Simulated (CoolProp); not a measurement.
Vapour-liquid equilibrium of propane (1) + toluene (2) at 0.125 MPa; x and y are mole fractions of (1).

Values from CoolProp's multi-fluid Helmholtz-energy mixture model, Lemmon 2009 and Lemmon 2006; pair parameters Bell 2016.

Give the bubble temperature and the first vapour's composition at x = 0.2, 0.35, 0.65. Is there an azeotrope?

x = 0.2: 262.6 K, y = 0.997; x = 0.35: 250.1 K, y = 0.999; x = 0.65: 242.3 K, y = 1.000. No azeotrope shows between x = 0.05 and 0.95.

The pair parameters rest on a limited set of measurements; away from them the model extrapolates. With so large a gap from Raoult's law the liquid may split in two, which this calculation doesn't test in full.
